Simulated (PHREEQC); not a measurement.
Consider water at 25 °C with 0.018 mol KH2PO4, 0.00047 mol HCl and 2.3e-07 mol H4SiO4 per kg of water. Closed to the air; pH follows from the charge balance.

All values are PHREEQC results (ion-association model, phreeqc.dat), not measurements.

| Item | Result |
|---|---|
| pH | 3.85 |
| ionic strength | 0.0182 mol/kgw |
| specific conductance | 1800 µS/cm |
| total alkalinity | -0.470 meq/kg |

```tsv
species	molality	activity	log γ
K+	0.0180	0.0157	-0.059
H2PO4-	0.0177	0.0155	-0.055
Cl-	0.000470	0.000410	-0.059
H3PO4	0.000323	0.000324	0.002
H+	0.000159	0.000142	-0.049
HPO4-2	1.14e-5	6.81e-6	-0.225
KHPO4-	2.37e-7	2.09e-7	-0.055
H4SiO4	2.30e-7	2.31e-7	0.002
```

Precipitation was switched off in this run. Complexes and solids missing from the database can't appear.
